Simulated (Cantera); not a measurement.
Input (Python, Cantera):

```python
import numpy as np
import cantera as ct

gas = ct.Solution("gri30.yaml")
gas.TPX = 1398, 36, {'C3H8': 1, 'H2': 2.5}
inlet = ct.Reservoir(gas, clone=True)

reactor = ct.IdealGasConstPressureReactor(gas, energy="off", clone=False)
exhaust = ct.Reservoir(gas, clone=True)
tau = [0.44, 0.22, 0.11, 0.056, 0.028, 0.014, 0.0071, 0.0036][0]
for a, b in ((inlet, reactor), (reactor, exhaust)):
    ct.MassFlowController(a, b, mdot=lambda t: reactor.mass / tau)
net = ct.ReactorNet([reactor])
show = ['C3H8', 'H2', 'CH4', 'C2H4', 'C2H6']

rows = []
print(f"{'tau/s':>10s}{'T/K':>9s}" + "".join(f"{s:>11s}" for s in show))
for tau in [0.44, 0.22, 0.11, 0.056, 0.028, 0.014, 0.0071, 0.0036]:
    net.initial_time = 0.0
    net.advance(30 * tau)
    before = gas.X
    net.advance(40 * tau)
    drift = np.max(np.abs(gas.X - before) / (gas.X + 1e-9))
    rows.append([gas.T, *gas[show].X, drift])
    print(f"{tau:10.3e}{gas.T:9.1f}" + "".join(f"{x:11.3e}" for x in gas[show].X))
```

Result:

```
     tau/s      T/K       C3H8         H2        CH4       C2H4       C2H6
 4.400e-01   1398.0  1.066e-02  5.999e-01  1.888e-01  9.808e-02  5.035e-04
 2.200e-01   1398.0  1.949e-02  5.921e-01  1.865e-01  1.223e-01  7.546e-04
 1.100e-01   1398.0  3.550e-02  5.908e-01  1.747e-01  1.388e-01  1.134e-03
 5.600e-02   1398.0  6.406e-02  5.996e-01  1.502e-01  1.397e-01  1.615e-03
 2.800e-02   1398.0  1.157e-01  6.238e-01  1.080e-01  1.153e-01  1.940e-03
 1.400e-02   1398.0  1.860e-01  6.602e-01  5.685e-02  6.818e-02  1.575e-03
 7.100e-03   1398.0  2.415e-01  6.902e-01  2.088e-02  2.854e-02  8.723e-04
 3.600e-03   1398.0  2.687e-01  7.051e-01  5.799e-03  9.774e-03  4.032e-04
```

Computed with Cantera and GRI-Mech 3.0 (53 species, 325 reactions). GRI-Mech 3.0 was tuned for natural gas; its chemistry of propane as a main component is partial and can be far from experiment. GRI-Mech 3.0 stops at C3 and has no aromatics, soot or wall deposition, so with more carbon than oxygen in the feed, carbon stays in small species such as C2H2 where larger ones or solid carbon would form. Radical loss at walls, strong at low pressure, is not modelled.
